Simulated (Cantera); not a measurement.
Pyrogenic steam for wet oxidation

An isothermal, constant-pressure homogeneous reactor starts with H2 : O2 : N2 = 1.8 : 1 : 4.2 (molar parts), equivalence ratio 0.90, at 1348 K and 0.390 bar.

Model: GRI-Mech 3.0 (53 species, 325 reactions), integrated in Cantera. The temperature is held fixed by assumption; the heat of reaction is taken as removed at once.

| t (s) | x H2 | x O2 | x HO2 | x NO2 | x H2O2 | x H2O |
|---|---|---|---|---|---|---|
| 7.00e-6 | 0.257 | 0.143 | 8.56e-8 | <1e-12 | 5.55e-10 | 1.20e-7 |
| 1.77e-5 | 0.257 | 0.143 | 2.83e-7 | <1e-12 | 3.75e-9 | 3.41e-6 |
| 4.46e-5 | 0.252 | 0.141 | 1.84e-5 | <1e-12 | 2.51e-7 | 0.00333 |
| 0.000113 | 0.0356 | 0.0420 | 1.70e-5 | 6.21e-10 | 2.40e-6 | 0.196 |
| 0.000285 | 0.0203 | 0.0278 | 1.32e-5 | 1.57e-9 | 2.56e-6 | 0.254 |
| 0.000719 | 0.00767 | 0.0199 | 9.34e-6 | 3.35e-9 | 1.88e-6 | 0.282 |
| 0.00181 | 0.00201 | 0.0171 | 5.93e-6 | 1.09e-8 | 9.41e-7 | 0.292 |
| 0.00458 | 0.000394 | 0.0165 | 2.30e-6 | 3.78e-8 | 3.34e-7 | 0.294 |
| 0.0116 | 7.14e-5 | 0.0164 | 5.46e-7 | 7.40e-8 | 9.76e-8 | 0.295 |
| 0.0292 | 1.51e-5 | 0.0164 | 1.26e-7 | 7.34e-8 | 2.84e-8 | 0.295 |
| 0.0738 | 4.15e-6 | 0.0164 | 3.67e-8 | 5.04e-8 | 9.33e-9 | 0.295 |
| 0.186 | 1.51e-6 | 0.0164 | 1.64e-8 | 3.73e-8 | 3.71e-9 | 0.295 |
| 0.470 | 8.36e-7 | 0.0164 | 1.22e-8 | 3.60e-8 | 2.10e-9 | 0.295 |
| 1.19 | 7.36e-7 | 0.0164 | 1.16e-8 | 3.66e-8 | 1.85e-9 | 0.295 |
| 3.00 | 7.34e-7 | 0.0164 | 1.16e-8 | 3.66e-8 | 1.84e-9 | 0.295 |
x: mole fraction; the columns are a selection and need not sum to one.

Equilibrium at this temperature and pressure: H2 7.35e-7, O2 0.0163, HO2 1.16e-8, NO2 2.18e-7, H2O2 1.84e-9, H2O 0.295 (gas phase only).
